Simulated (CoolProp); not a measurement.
Model: reference Helmholtz-energy equation of state, Bücker 2006, in CoolProp.

Give the vapour pressure (MPa), liquid density (kg/m³), vapour density (kg/m³), liquid cp (kJ/(kg K)) of saturated n-butane at 337.1 K.


```csv
T (K),p (MPa),liquid density (kg/m³),vapour density (kg/m³),liquid cp (kJ/(kg K))
337.1,0.702,524,17.3,2.70
```
